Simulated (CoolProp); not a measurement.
Saturated liquid density (kg/m³) of trans-2-butene: the reference equation beside estimates from Tc = 428.6 K, pc = 4.019 MPa, ω = 0.210. Rackett uses Z = 0.29056 − 0.08775 ω.

Computed with CoolProp (reference Helmholtz-energy equation of state, Lemmon 2005). It is a short technical equation, of lower accuracy than the large ones.

```tsv
T (K)	reference	Rackett	Redlich-Kwong	Peng-Robinson
218.8	685.3	672.0	611.9	699.6
222.9	681.1	668.0	608.2	696.1
227	676.8	663.9	604.4	692.5
231.2	672.5	659.8	600.4	688.7
235.3	668.2	655.7	596.4	684.9
239.4	663.9	651.5	592.4	681.1
243.5	659.6	647.4	588.3	677.1
247.7	655.1	643.0	584.1	673.0
251.8	650.8	638.8	579.8	668.8
255.9	646.4	634.5	575.5	664.6
260	641.9	630.2	571.1	660.3
264.2	637.3	625.7	566.5	655.7
268.3	632.8	621.2	562.0	651.2
272.4	628.3	616.7	557.3	646.5
276.5	623.7	612.2	552.6	641.8
```

Absolute difference from the reference over all 15 rows, mean and median: Rackett 1.9 and 1.8 %, Redlich-Kwong 10.9 and 10.8 %, Peng-Robinson 2.6 and 2.7 %.
